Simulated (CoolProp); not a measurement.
Vinyl chloride along the isobar 26700 kPa: Z from the reference equation and from simpler models built on Tc = 425.0 K, pc = 5600 kPa, ω = 0.160; each cubic takes its own stable root.

Model: reference Helmholtz-energy equation of state, Thol 2022, in CoolProp.

| T (K) | phase | reference | van der Waals | Redlich-Kwong | Peng-Robinson |
|---|---|---|---|---|---|
| 145.8 | liquid | 1.156 | 1.914 | 1.304 | 1.166 |
| 163.4 | liquid | 1.060 | 1.730 | 1.181 | 1.055 |
| 181 | liquid | 0.9830 | 1.584 | 1.084 | 0.9659 |
| 198.6 | liquid | 0.9197 | 1.464 | 1.006 | 0.8941 |
| 216.2 | liquid | 0.8672 | 1.365 | 0.9422 | 0.8353 |
| 233.9 | liquid | 0.8228 | 1.281 | 0.8890 | 0.7864 |
| 251.5 | liquid | 0.7855 | 1.210 | 0.8450 | 0.7461 |
| 269.1 | liquid | 0.7539 | 1.150 | 0.8084 | 0.7125 |
| 286.7 | liquid | 0.7270 | 1.098 | 0.7778 | 0.6847 |
| 304.3 | liquid | 0.7042 | 1.053 | 0.7524 | 0.6618 |
| 321.9 | liquid | 0.6851 | 1.013 | 0.7316 | 0.6434 |
| 339.5 | liquid | 0.6692 | 0.9793 | 0.7148 | 0.6290 |
| 357.1 | liquid | 0.6562 | 0.9497 | 0.7016 | 0.6184 |
| 374.7 | liquid | 0.6462 | 0.9241 | 0.6918 | 0.6114 |
| 392.3 | liquid | 0.6390 | 0.9019 | 0.6851 | 0.6080 |
